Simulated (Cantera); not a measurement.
A freely propagating, adiabatic, planar premixed flame of CH₄ : O₂ : N₂ = 0.75 : 2 : 7.52 (molar parts), equivalence ratio 0.75, unburnt at 400 K and 820000 Pa; mixture-averaged transport, grid criteria slope 0.08 and curve 0.16, no radiation.

Detailed kinetics in Cantera: GRI-Mech 3.0 (53 species, 325 reactions). Burning velocities carry a grid error of a few per cent, more on coarse grids.

**Question.** Predict: laminar burning velocity; thermal thickness; peak x(CH₃).

**Answer.** 
```json
{
  "laminar_burning_velocity": "14.8 cm/s",
  "thermal_thickness": "0.142 mm",
  "peak x(CH₃)": "0.000547"
}
```
